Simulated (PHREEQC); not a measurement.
Consider water at 20 °C with 0.01 mol/kgw CuSO4, 0.0066 mol/kgw HBF4 and 0.0019 mol/kgw H3BO3. Closed to the air; pH follows from the charge balance.

Equilibrium calculation in PHREEQC: ion-association model, wateq4f.dat.

Each row changes one thing in this solution. No solid was allowed to form.

```tsv
case	pH	ionic strength (mol/kgw)	Cu+2 (mol/kgw)	SO4-2 (mol/kgw)	BF4- (mol/kgw)	HF (mol/kgw)	SI of Chalcanthite (CuSO4:5H2O)	SI of CuF2:2H2O (CuF2:2H2O)
as made	2.35	0.0337	0.00749	0.00610	0.00511	0.00329	-2.24	-4.42
temperature from 20 to 50 °C	2.45	0.0318	0.00740	0.00543	0.00448	?	-2.42	-4.04
temperature from 20 to 75 °C	2.58	?	0.00741	0.00487	0.00371	0.00806	?	-3.72
CuSO4 from 0.01 to 0.011 mol/kgw	2.36	0.0361	0.00813	0.00666	0.00511	0.00327	-2.18	-4.38
HBF4 replaced by CsF at the same molality	5.27	0.0351	0.00689	0.00733	5.03e-8	3.77e-5	-2.21	-2.51
0.013 mol/kgw Na2SO4 added	2.46	0.0638	0.00620	0.0158	0.00509	0.00304	?	-4.43
HBF4 replaced by KHF2 at the same molality	3.48	0.0354	0.00704	0.00710	0.00119	0.00194	-2.21	-2.65
temperature from 20 to 25 °C	2.37	0.0334	0.00747	0.00599	0.00502	0.00358	-2.27	-4.35
```

Some entries are withheld; supply them.


- temperature from 20 to 50 °C, HF (mol/kgw): 0.00544
- temperature from 20 to 75 °C, ionic strength (mol/kgw): 0.0303
- temperature from 20 to 75 °C, SI of Chalcanthite (CuSO4:5H2O): -2.55
- 0.013 mol/kgw Na2SO4 added, SI of Chalcanthite (CuSO4:5H2O): -2.06

Some of these states are supersaturated (in Brochantite, Antlerite, for instance). At this temperature some constants are extrapolated from 25 °C, and those without enthalpy data are left unchanged. Real BF4- forms and hydrolyses slowly; the run takes it at equilibrium.
